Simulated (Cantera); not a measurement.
Charge: 1 mol FeS, 0.49 mol O2, 20 mol N2, equilibrated at 17.0 mbar.

These are equilibrium values from Cantera (NASA tables, ideal gas, pure condensed phases), not measurements of a reactor. Candidate condensed phases: Fe, FeO, FeS, FeSO4, FeS2, Fe2O3, Fe2(SO4)3, Fe3O4, S; 19 gas species. Metal and sulfide melt together well below either melting point, which pure phases cannot show. Mutual solubility and eutectic melting of coexisting phases are not modelled. The tables' stoichiometric FeO is somewhat more stable than real wüstite, so its field is too wide. FeO, FeS: taken at fixed stoichiometry. Gases not in the tables: S3 to S7. The numbers say what is thermodynamically allowed, not how fast it happens.

x: gas mole fraction; n: condensed amount in mol.

```csv
T (°C),x N2,x S2,x SO2,x SO,x S2O,x S,x Fe,n FeS(s),n FeS2(s),n Fe3O4(s),n FeO(s),n FeS(l)
475,0.990,0.000299,0.0100,1.74e-8,5.62e-6,<1e-12,<1e-12,0.352,0.217,0.144,0,0
550,0.985,0.000668,0.0139,1.49e-7,1.14e-5,5.18e-12,<1e-12,0.690,0,0.103,0,0
625,0.985,0.00104,0.0136,7.27e-7,1.50e-5,8.98e-11,<1e-12,0.680,0,0.107,0,0
700,0.985,0.00153,0.0132,2.77e-6,1.89e-5,1.01e-9,<1e-12,0.668,0,0.111,0,0
775,0.985,0.00210,0.0128,8.63e-6,2.29e-5,8.00e-9,<1e-12,0.654,0,0.115,0,0
850,0.985,0.00276,0.0122,2.30e-5,2.66e-5,4.80e-8,1.72e-12,0.638,0,0.121,0,0
925,0.982,0.00478,0.0128,6.08e-5,4.01e-5,2.70e-7,5.59e-11,0.542,0,0,(withheld),0
1000,0.981,0.00737,0.0110,0.000129,5.02e-5,1.21e-6,1.23e-9,0.471,0,0,(withheld),0
1075,0.980,0.0103,0.00894,0.000239,5.71e-5,4.45e-6,1.94e-8,0.391,0,0,(withheld),0
1150,0.979,0.0132,0.00690,0.000396,5.92e-5,1.40e-5,2.34e-7,0.311,0,0,0.689,0
1225,0.979,0.0151,0.00545,0.000608,5.74e-5,3.75e-5,2.13e-6,0,0,0,0.744,0.256
```

Q: Complete the blanks.

A: 
- 925, n FeO(s): 0.458
- 1000, n FeO(s): 0.529
- 1075, n FeO(s): 0.609
